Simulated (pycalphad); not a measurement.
All values are pycalphad results on the COST 507 light-alloy database (1999) (1 atm), not direct measurements. These are 1990s assessments: newer ones move some temperatures and phases. Diffusion is slow at the low end, where real alloys seldom reach equilibrium.

Ti-0.56Hf-11.09B (at.%): equilibrium cooling sequence

```csv
T (°C),phases above,phases below
1619.5,liquid,BM + liquid
1541.0,BM + liquid,bcc + BM
877.8,bcc + BM,bcc + BM + hcp
876.0,bcc + BM + hcp,BM + hcp
```

Changes were sought between steps of 50 K, so a narrower field can be missed.

Database names, with the compositions (at.%) that they take in these runs: BM: Ti 50 B 50.
